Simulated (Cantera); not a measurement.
An adiabatic, constant-pressure homogeneous reactor starts with CH4 : O2 : N2 = 1 : 1.33 : 5.01 (molar parts), at 1575 K and 6.90 bar. Integrator tolerance rtol = 1e-08.

Cantera simulation using GRI-Mech 3.0 (53 species, 325 reactions); the numbers are that mechanism's predictions, not measurements.

**Question.** What does this change do: 0.077 parts C2H6 added?

**Answer.** 
```tsv
quantity	before	after
time of steepest temperature rise	0.153 ms	59.9 µs
temperature at 4.00 s	2846 K	2760 K
equilibrium temperature	2846 K	2760 K
x(CH4) at 4.00 s	9.78e-12 (gas-phase equilibrium 1.12e-11)	5.42e-11 (gas-phase equilibrium 6.12e-11)
x(O2) at 4.00 s	0.000503 (gas-phase equilibrium 0.000503)	0.000100 (gas-phase equilibrium 0.000100)
x(CH2) at 4.00 s	5.64e-12 (gas-phase equilibrium 6.04e-12)	1.13e-11 (gas-phase equilibrium 1.23e-11)
x(CH2CO) at 4.00 s	<1e-12 (gas-phase equilibrium <1e-12)	<1e-12 (gas-phase equilibrium <1e-12)
x(CO) at 4.00 s	0.0937 (gas-phase equilibrium 0.0937)	0.113 (gas-phase equilibrium 0.113)
```

**Question.** What does this change do: pressure from 6.90 bar to 2.00 bar?

**Answer.** 
```tsv
quantity	before	after
time of steepest temperature rise	0.153 ms	0.399 ms
temperature at 4.00 s	2846 K	2783 K
equilibrium temperature	2846 K	2783 K
x(CH4) at 4.00 s	9.78e-12 (gas-phase equilibrium 1.12e-11)	1.02e-12 (gas-phase equilibrium 1.19e-12)
x(O2) at 4.00 s	0.000503 (gas-phase equilibrium 0.000503)	0.001000 (gas-phase equilibrium 0.001000)
x(CH2) at 4.00 s	5.64e-12 (gas-phase equilibrium 6.04e-12)	1.35e-12 (gas-phase equilibrium 1.43e-12)
x(CH2CO) at 4.00 s	<1e-12 (gas-phase equilibrium <1e-12)	<1e-12 (gas-phase equilibrium <1e-12)
x(CO) at 4.00 s	0.0937 (gas-phase equilibrium 0.0937)	0.0935 (gas-phase equilibrium 0.0935)
```

**Question.** What does this change do: constant volume in place of constant pressure?

**Answer.** 
```json
[
 {"quantity": "time of steepest temperature rise", "before": "0.153 ms", "after": "0.140 ms"},
 {"quantity": "temperature at 4.00 s", "before": "2846 K", "after": "3094 K"},
 {"quantity": "equilibrium temperature", "before": "2846 K", "after": "3094 K"},
 {"quantity": "x(CH4) at 4.00 s", "before": "9.78e-12 (gas-phase equilibrium 1.12e-11)", "after": "2.54e-11 (gas-phase equilibrium 2.93e-11)"},
 {"quantity": "x(O2) at 4.00 s", "before": "0.000503 (gas-phase equilibrium 0.000503)", "after": "0.00114 (gas-phase equilibrium 0.00114)"},
 {"quantity": "x(CH2) at 4.00 s", "before": "5.64e-12 (gas-phase equilibrium 6.04e-12)", "after": "3.14e-11 (gas-phase equilibrium 3.33e-11)"},
 {"quantity": "x(CH2CO) at 4.00 s", "before": "<1e-12 (gas-phase equilibrium <1e-12)", "after": "<1e-12 (gas-phase equilibrium <1e-12)"},
 {"quantity": "x(CO) at 4.00 s", "before": "0.0937 (gas-phase equilibrium 0.0937)", "after": "0.0957 (gas-phase equilibrium 0.0957)"}
]
```
Above 3000 K some thermodynamic fits are extrapolated.
